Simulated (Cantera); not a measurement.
**Hydrocarbon pyrolysis for carbon deposition**

An isothermal, constant-pressure homogeneous reactor starts with C2H6 : N2 = 1 : 2.2 (molar parts), at 1548 K and 158 Torr.

Detailed kinetics in Cantera: GRI-Mech 3.0 (53 species, 325 reactions). GRI-Mech 3.0 stops at C3 and has no aromatics, soot or wall deposition, so with more carbon than oxygen in the feed, carbon stays in small species such as C2H2 where larger ones or solid carbon would form.

```json
[
 {"t (s)": "3.00e-5", "x C2H6": "0.287", "x C2H4": "0.0110", "x HCN": "9.34e-9", "x CH4": "0.00496", "x C2H2": "5.12e-5"},
 {"t (s)": "0.000153", "x C2H6": "0.150", "x C2H4": "0.0907", "x HCN": "4.92e-8", "x CH4": "0.0416", "x C2H2": "0.00657"},
 {"t (s)": "0.000780", "x C2H6": "0.00866", "x C2H4": "0.120", "x HCN": "7.36e-8", "x CH4": "0.0929", "x C2H2": "0.0599"},
 {"t (s)": "0.00398", "x C2H6": "0.000143", "x C2H4": "0.0655", "x HCN": "7.25e-8", "x CH4": "0.0906", "x C2H2": "0.111"},
 {"t (s)": "0.0203", "x C2H6": "3.13e-5", "x C2H4": "0.0219", "x HCN": "6.96e-8", "x CH4": "0.0862", "x C2H2": "0.148"},
 {"t (s)": "0.103", "x C2H6": "2.73e-5", "x C2H4": "0.00221", "x HCN": "6.88e-8", "x CH4": "0.0802", "x C2H2": "0.166"},
 {"t (s)": "0.528", "x C2H6": "1.75e-5", "x C2H4": "0.00221", "x HCN": "7.12e-8", "x CH4": "0.0626", "x C2H2": "0.171"},
 {"t (s)": "2.69", "x C2H6": "4.33e-6", "x C2H4": "0.00243", "x HCN": "8.25e-8", "x CH4": "0.0273", "x C2H2": "0.182"},
 {"t (s)": "13.7", "x C2H6": "1.27e-6", "x C2H4": "0.00258", "x HCN": "1.17e-7", "x CH4": "0.0110", "x C2H2": "0.187"},
 {"t (s)": "70.0", "x C2H6": "1.22e-6", "x C2H4": "0.00258", "x HCN": "2.66e-7", "x CH4": "0.0105", "x C2H2": "0.187"}
]
```
x: mole fraction; the columns are a selection and need not sum to one.

Equilibrium at this temperature and pressure: C2H6 8.66e-7, C2H4 0.00182, HCN 0.114, CH4 0.00891, C2H2 0.131 (gas phase only).
